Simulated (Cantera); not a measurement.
A closed system holds: 1 mol BN, 1.2 mol NF₃, held at 500 °C.

Equilibrium computed with Cantera from the NASA thermochemical tables; the gas is ideal and each condensed phase is pure. Candidate condensed phases: B, BN; 13 gas species. Rates play no part.

At 5600 Pa, list the 4 most abundant gas species with their mole fractions, and the condensed phases.

N₂ 0.456, BF₃ 0.429, F₂ 0.0769, NF₃ 0.0324. Condensed: gas only.
